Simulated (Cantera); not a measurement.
What does this Cantera script print?

```python
import numpy as np
import cantera as ct

gas_names = [...]  # 95 gases of nasa_gas.yaml made of C, F, H
cond_names = """
    C(gr) C6H6(L) C7H8(L) C8H18(L),n-octa
""".split()


# ... load() reads the species with a 1 bar reference pressure and builds the phases ...
atoms = {
    'CF4': {'C': 1, 'F': 4},
    'H2': {'H': 2},
}
top_T = {'C(gr)': 4500}  # K; cautious upper limits of use, not melting points


# ... equilibrate(T, P, feed) seeds the gas with the atoms and calls Mixture.equilibrate('TP', solver="vcs", rtol=1e-11, max_steps=5000) ...
results = []
T = 2098  # K
P = 13000  # Pa
for m in [0.51, 0.65, 0.82, 1, 1.3, 1.7, 2.1, 2.7, 3.4, 4.3, 5.5]:
    feed = {'CF4': 1, 'H2': m}  # mol
    mix = equilibrate(T, P, feed)
    results.append((T, P, feed, dict(zip(mix.species_names, mix.species_moles))))

top = {s: max(r[3][s] / sum(r[3][g] for g in gas_names) for r in results) for s in gas_names}
cols = sorted((s for s in top if top[s] > 1e-05), key=lambda s: -top[s])[:5]
seen = [c for c in cond_names if any(r[3].get(c, 0) > 1e-12 for r in results)]
print("log10 of partial pressures in bar; condensed amounts in mol")
print(f"{'n(H2)':>10s}" + "".join(f"{s[:9]:>10s}" for s in cols + seen))
for T, P, feed, n in results:
    ng = sum(n[g] for g in gas_names)
    print(f"{feed['H2']:10.4g}" + "".join(f"{np.log10(max(n[s] / ng * P / 1e5, 1e-99)):10.3f}" for s in cols)
          + "".join(f"{n.get(c, 0):10.4g}" for c in seen))
```

It prints:

```
log10 of partial pressures in bar; condensed amounts in mol
     n(H2)        HF        H2       CF4       CF2         F     C(gr)
      0.51    -1.137    -7.969    -1.303    -2.269    -2.886    0.2197
      0.65    -1.079    -7.806    -1.396    -2.315    -2.909      0.29
      0.82    -1.030    -7.650    -1.511    -2.373    -2.938    0.3759
         1    -0.992    -7.512    -1.636    -2.435    -2.969    0.4675
       1.3    -0.948    -7.305    -1.874    -2.554    -3.029    0.6218
       1.7    -0.909    -6.985    -2.358    -2.796    -3.150    0.8321
       2.1    -0.897    -2.511   -11.257    -7.246    -5.374    0.9997
       2.7    -0.957    -1.719   -13.080    -8.157    -5.830     0.998
       3.4    -1.017    -1.478   -13.805    -8.520    -6.012     0.996
       4.3    -1.084    -1.328   -14.372    -8.803    -6.153    0.9934
       5.5    -1.160    -1.222   -14.889    -9.062    -6.283      0.99
```

These are equilibrium values from Cantera (NASA tables, ideal gas, pure condensed phases), not measurements of a reactor. Gases not in the tables: C2F6 and larger saturated fluorocarbons.
